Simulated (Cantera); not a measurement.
Input: 1 mol Fe2O3, 0.082 mol SO3, 5.6 mol N2, equilibrated at 1600 K and 10.0 mbar.

Cantera equilibrium calculation (NASA polynomials, part measured and part estimated; ideal gas, pure solids and liquids). Candidate condensed phases: Fe, FeO, FeS, FeSO4, FeS2, Fe2O3, Fe2(SO4)3, Fe3O4, S; 19 gas species. Kinetics and transport are ignored.

Base state: N2 0.950, O2 0.0348, SO2 0.0139, NO 0.000865, O 2.71e-5 (mole fractions); condensed: Fe3O4(s).

Q: What changes in the equilibrium state with this change: temperature from 1600 K to 1923.15 K?

A: 
| species | before | after |
|---|---|---|
| N2 | 0.950 | 0.897 |
| O2 | 0.0348 | 0.0843 |
| SO2 | 0.0139 | 0.0131 |
| NO | 0.000865 | 0.00416 |
| FeO | 8.36e-8 | 0.000113 |
| Fe | 4.98e-9 | 3.74e-5 |
| O | 2.71e-5 | 0.00105 |
| SO | 1.19e-6 | 3.26e-5 |
| Fe3O4(s), mol | 0.667 | 0 |
| FeO(l), mol | 0 | 2.00 |
The tables' stoichiometric FeO is somewhat more stable than real wüstite, so its field is too wide. FeO: taken at fixed stoichiometry.
